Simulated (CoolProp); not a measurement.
Computed with CoolProp (reference Helmholtz-energy equation of state, de Reuck 1993).

Q: For methanol, give the phase and the cp (kJ/(kg K)), cv (kJ/(kg K)), speed of sound (m/s), Prandtl number at 420.2 K and 1.25 MPa; 420.2 K and 17.1 MPa; 420.2 K and 82.2 MPa.

A: 
- 420.2 K and 1.25 MPa: gas; cp 6.08, cv 3.89, speed of sound 314, Prandtl number 2.53
- 420.2 K and 17.1 MPa: liquid; cp 3.56, cv 2.81, speed of sound 863, Prandtl number 3.20
- 420.2 K and 82.2 MPa: liquid; cp 3.27, cv 2.69, speed of sound 1230, Prandtl number 3.53

Viscosity comes from a separate model (Xiang 2006). Thermal conductivity comes from a separate model (Sykioti 2013).
